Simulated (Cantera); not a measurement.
**Premixed flame**

A freely propagating, adiabatic, planar premixed flame of H₂ : O₂ : N₂ = 1 : 0.238 : 1.17 (molar parts), unburnt at 423 K and 0.336 atm; multicomponent transport, grid criteria slope 0.08 and curve 0.16, no radiation.

Model: the H2/O2 subset of GRI-Mech 3.0, which has no nitrogen chemistry, integrated in Cantera. Burning velocities carry a grid error of a few per cent, more on coarse grids.

```tsv
z (mm)	T (K)	u (m/s)	x H₂	x O₂	x O	x OH	x H₂O	x H₂O₂
-5.09	423	3.54	0.415	0.0988	<1e-8	<1e-8	<1e-8	<1e-8
-3.39	423	3.54	0.415	0.0988	<1e-8	<1e-8	<1e-8	<1e-8
-2.55	423	3.54	0.415	0.0988	<1e-8	<1e-8	<1e-8	<1e-8
-1.70	423	3.54	0.415	0.0988	<1e-8	<1e-8	6.26e-8	<1e-8
-0.849	448	3.74	0.412	0.0987	7.97e-6	7.12e-5	0.00100	8.41e-6
-0.424	694	5.69	0.383	0.0908	0.000173	0.000425	0.0217	1.13e-5
0	1060	8.47	0.294	0.0586	0.00197	0.00101	0.0926	4.26e-7
0.424	1297	10.2	0.212	0.0136	0.00204	0.00177	0.181	2.41e-7
0.849	1393	11.0	0.196	0.00194	0.000852	0.00172	0.204	1.46e-7
1.70	1484	11.6	0.200	0.000308	0.000565	0.00190	0.209	1.25e-7
3.39	1580	12.3	0.209	0.000203	0.000440	0.00202	0.210	9.63e-8
6.79	1675	12.9	0.217	0.000130	0.000293	0.00193	0.212	6.03e-8
13.6	1758	13.5	0.224	6.96e-5	0.000163	0.00163	0.214	3.21e-8
```
x: mole fraction of selected species; z is measured from the peak of heat release.

```yaml
laminar_burning_velocity: 354 cm/s
thermal_thickness: 1.70 mm
peak x(O): 0.00262
peak x(OH): 0.00202
peak x(H₂O₂): 1.84e-5
grid_points: 139
```
